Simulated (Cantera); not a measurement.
Feed: 1 mol Pb, 6.2 mol NH₃, 18 mol H₂, at 1000 Pa.

Equilibrium computed with Cantera from the NASA thermochemical tables; the gas is ideal and each condensed phase is pure. Candidate condensed phases: Pb; 11 gas species. Equilibrium is a limit: real reactors are often held back by kinetics, nucleation or transport.

Task: What share of the Pb ends up in condensed phases as a function of T (°C), at 450, 650, 850, 1050, 1250, 1450, 1650?

Result: 
```tsv
T (°C)	Pb condensed (%)	as
450	100.0	Pb(l)
650	99.2	Pb(l)
850	43.4	Pb(l)
1050	0.0	-
1250	0.0	-
1450	0.0	-
1650	0.0	-
```
